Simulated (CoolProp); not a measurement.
Vapour-liquid equilibrium of n-octane (1) + p-xylene (2) at 20.9 kPa; x and y are mole fractions of (1).

The numbers come from the multi-fluid Helmholtz-energy mixture model, Beckmüller 2019 and Zhou 2012; pair parameters Bell 2016 in CoolProp.

| x | bubble temperature, mixture model (K) | bubble temperature, Raoult's law (K) | y, mixture model | y, Raoult's law |
|---|---|---|---|---|
| 0.05 | 359.6 | 360.3 | 0.091 | 0.072 |
| 0.2 | 356.8 | 358.4 | 0.302 | 0.271 |
| 0.35 | 354.8 | 356.6 | 0.460 | 0.445 |
| 0.5 | 353.3 | 355.0 | 0.592 | 0.598 |
| 0.65 | 352.1 | 353.5 | 0.715 | 0.735 |
| 0.8 | 351.2 | 352.0 | 0.835 | 0.857 |
| 0.95 | 350.4 | 350.6 | 0.958 | 0.966 |

The largest gap from Raoult's law is -1.8 K in bubble temperature, at x = 0.35. No azeotrope shows between x = 0.05 and 0.95.

Pair parameters are fitted to limited data, so mixtures are less certain than the pure fluids.
